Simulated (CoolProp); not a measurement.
A single-stage vapour-compression cycle with benzene: evaporating at 311.15 K (dew point), condensing at 362.15 K (bubble point), superheat 2 K, subcooling 8 K, compressor efficiency 0.85, no pressure losses. Each further row changes one setting.

The numbers come from the reference Helmholtz-energy equation of state, Thol 2012 in CoolProp.

```csv
case,cooling COP,pressure ratio,discharge temperature (K),refrigerating effect (kJ/kg),volumetric capacity (kJ/m³)
as stated,4.70,5.89,376.0,347,237
evaporating temperature 316.15 K,5.37,4.80,373.9,___,291
condensing temperature 357.15 K,5.29,5.09,370.8,357,243
subcooling 13 K,4.83,5.89,376.0,357,243
superheat 12 K,4.70,5.89,385.7,___,___
compressor efficiency 0.75,4.14,5.89,383.0,347,237
```

Task: What belongs in the gaps?

Result: 
- evaporating temperature 316.15 K, refrigerating effect (kJ/kg): 353
- superheat 12 K, refrigerating effect (kJ/kg): 359
- superheat 12 K, volumetric capacity (kJ/m³): 236
